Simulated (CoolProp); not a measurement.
Computed with CoolProp (reference Helmholtz-energy equation of state, Lemmon 2006). It is a short technical equation, of lower accuracy than the large ones.

Question: Give the vapour pressure (MPa), vapour density (kg/m³) of saturated C3F8 (R218) at 285.7 K.

Answer: 
```csv
T (K),p (MPa),vapour density (kg/m³)
285.7,0.611,59.0
```
